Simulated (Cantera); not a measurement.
Mixture: CH4 : C2H6 : O2 : N2 : CO2 = 1 : 0.082 : 1.2 : 6.26 : 0.22 (molar parts), at 2550 Torr, adiabatic and at constant volume. Ignition delay is the time to a rise of 400 K.

Computed with Cantera and GRI-Mech 3.0 (53 species, 325 reactions).

Task: Predict: delay at 1073 K; delay at 1148 K; delay at 1223 K; delay at 1298 K; delay at 1373 K; delay at 1448 K; delay at 1523 K; apparent activation energy between 1373 and 1523 K.

Result: 
- delay at 1073 K = 18.0 ms
- delay at 1148 K = 7.56 ms
- delay at 1223 K = 3.50 ms
- delay at 1298 K = 1.66 ms
- delay at 1373 K = 0.794 ms
- delay at 1448 K = 0.379 ms
- delay at 1523 K = 0.185 ms
- apparent activation energy between 1373 and 1523 K = 170 kJ/mol
